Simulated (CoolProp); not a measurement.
Vapour-liquid equilibrium of dimethyl ether (1) + ethanol (2) at 345.5 K; x and y are mole fractions of (1).

Computed with CoolProp (multi-fluid Helmholtz-energy mixture model, Wu 2011 and Schroeder 2014; pair parameters Bell 2016).

```json
[
 {"x": "0.05", "bubble pressure (MPa)": "0.2097", "y at the bubble point": "0.627", "dew pressure at overall composition x (MPa)": "0.08353", "liquid density (mol/L)": "16.00"},
 {"x": "0.125", "bubble pressure (MPa)": "0.3931", "y at the bubble point": "0.807", "dew pressure at overall composition x (MPa)": "0.09066", "liquid density (mol/L)": "15.82"},
 {"x": "0.2", "bubble pressure (MPa)": "0.5615", "y at the bubble point": "0.869", "dew pressure at overall composition x (MPa)": "0.09912", "liquid density (mol/L)": "15.63"},
 {"x": "0.275", "bubble pressure (MPa)": "0.7148", "y at the bubble point": "0.901", "dew pressure at overall composition x (MPa)": "0.1093", "liquid density (mol/L)": "15.43"},
 {"x": "0.35", "bubble pressure (MPa)": "0.8540", "y at the bubble point": "0.921", "dew pressure at overall composition x (MPa)": "0.1218", "liquid density (mol/L)": "15.21"},
 {"x": "0.425", "bubble pressure (MPa)": "0.9805", "y at the bubble point": "0.935", "dew pressure at overall composition x (MPa)": "0.1374", "liquid density (mol/L)": "14.99"},
 {"x": "0.5", "bubble pressure (MPa)": "1.097", "y at the bubble point": "0.945", "dew pressure at overall composition x (MPa)": "0.1577", "liquid density (mol/L)": "14.75"},
 {"x": "0.575", "bubble pressure (MPa)": "1.206", "y at the bubble point": "0.953", "dew pressure at overall composition x (MPa)": "0.1848", "liquid density (mol/L)": "14.49"},
 {"x": "0.65", "bubble pressure (MPa)": "1.311", "y at the bubble point": "0.961", "dew pressure at overall composition x (MPa)": "0.2232", "liquid density (mol/L)": "14.20"},
 {"x": "0.725", "bubble pressure (MPa)": "1.417", "y at the bubble point": "0.968", "dew pressure at overall composition x (MPa)": "0.2815", "liquid density (mol/L)": "13.90"},
 {"x": "0.8", "bubble pressure (MPa)": "1.528", "y at the bubble point": "0.975", "dew pressure at overall composition x (MPa)": "0.3804", "liquid density (mol/L)": "13.56"},
 {"x": "0.875", "bubble pressure (MPa)": "1.651", "y at the bubble point": "0.983", "dew pressure at overall composition x (MPa)": "0.5835", "liquid density (mol/L)": "13.19"},
 {"x": "0.95", "bubble pressure (MPa)": "1.792", "y at the bubble point": "0.992", "dew pressure at overall composition x (MPa)": "1.163", "liquid density (mol/L)": "12.76"}
]
```

No azeotrope shows between x = 0.05 and 0.95.

The pair parameters rest on a limited set of measurements; away from them the model extrapolates. The gap from Raoult's law changes sign with composition, which may be real or a fault of the pair parameters; it wasn't checked against measurements.
